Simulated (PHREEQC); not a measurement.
PHREEQC input (ion-association model, wateq4f.dat):

```
SOLUTION_MASTER_SPECIES
  An  An-  0  An  62.0  # stands for a non-complexing anion
SOLUTION_SPECIES
  An- = An-
    -log_k 0
    -gamma 3.0 0
PHASES
  Fix_H+
    H+ = H+
    -log_k 0
SOLUTION 1
  temp 25
  units mmol/kgw
  pH 7 charge
  Cl 1.8
  Mn(2) 0.9
  Na 100
  An 100
END
SELECTED_OUTPUT 1
  -reset false
  -pH true
  -pe true
  -ionic_strength true
  -water true
  -totals Cl Mn Na Mn(2) Mn(3) Mn(6) Mn(7)
  -molalities Hfo_wOH Hfo_wOH2+ Hfo_wO- Hfo_sOH Hfo_sOH2+ Hfo_sO- Hfo_sOMn+ Hfo_wOMn+
  -saturation_indices Pyrochroite Halite
USER_PUNCH 1
  -headings sigma psi
  10 PUNCH EDL("sigma", "Hfo"), EDL("psi", "Hfo")
PRINT
  -reset false
USE solution 1
SURFACE 1
  Hfo_wOH 0.00139326 600 0.62
  Hfo_sOH 3.48315e-05
EQUILIBRIUM_PHASES 1
  Fix_H+ -4 HAn 10
    -force_equality true
END
# ... the last block is repeated for the other 12 points of pH, with NaOH or the acid as the point needs
```

Selected output (columns that matter, 11 of 13 rows; pH added in front):

```
pH	mu	Mn	Na	m_Hfo_wOH	m_Hfo_wOH2+	m_Hfo_wO-	m_Hfo_sOH	m_Hfo_sOH2+	m_Hfo_sO-	m_Hfo_sOMn+	si_Pyrochroite	si_Halite	sigma	psi
4	0.10344	0.00089998	0.1	0.00018185	0.0012108	6.2572e-07	4.5435e-06	3.025e-05	1.5633e-08	2.1987e-08	-10.652	-5.5531	0.32175	0.14592
4.67	0.10321	0.00089961	0.1	0.00042652	0.0009624	4.3303e-06	1.0547e-05	2.3799e-05	1.0708e-07	3.7851e-07	-9.3115	-5.5529	0.25476	0.13408
5.33	0.10303	0.00089495	0.1	0.00069171	0.00068538	1.5992e-05	1.4875e-05	1.4739e-05	3.439e-07	4.8745e-06	-7.9935	-5.5528	0.17868	0.11618
6.67	0.10263	0.0008337	0.1	0.0010003	0.00027792	8.2473e-05	8.2197e-07	2.2838e-07	6.7772e-08	3.3713e-05	-5.3439	-5.5525	0.067938	0.069579
7.33	0.10237	0.00065796	0.10031	0.00090403	0.0001072	0.00017466	1.2008e-07	1.4238e-08	2.3198e-08	3.4674e-05	-4.1265	-5.5508	0.045282	0.052412
8	0.10213	0.00040137	0.10085	0.0005399	1.7973e-05	0.00037153	3.2153e-08	1.0704e-09	2.2126e-08	3.4776e-05	-3.0013	-5.5481	0.037622	0.045413
8.67	0.10197	0.00023401	0.10122	0.00021422	1.9258e-06	0.0005459	9.3813e-09	8.4336e-11	2.3906e-08	3.4797e-05	-1.8975	-5.5463	0.031639	0.039413
9.33	0.10193	0.00016475	0.10139	6.3826e-05	1.4841e-07	0.00062882	2.5192e-09	5.8577e-12	2.4819e-08	3.4803e-05	-0.7391	-5.5455	0.027634	0.035111
10.67	0.10246	0.00014611	0.10209	4.0568e-06	5.6264e-10	0.0006701	1.5597e-10	2.1632e-14	2.5764e-08	3.4805e-05	1.6935	-5.5429	0.021723	0.028274
11.33	0.10463	0.00015944	0.10436	1.3205e-06	5.822e-11	0.00068617	5.1729e-11	2.2806e-15	2.6879e-08	3.4804e-05	2.6705	-5.5348	0.014097	0.018674
12	0.11516	0.00018724	0.11502	6.2399e-07	1.2481e-11	0.00071466	2.5444e-11	5.0894e-16	2.9141e-08	3.4801e-05	3.3215	-5.4998	-0.00050776	-0.00065531
```

Along this series the solution becomes supersaturated in solids that the run did not let form, among them Pyrochroite.
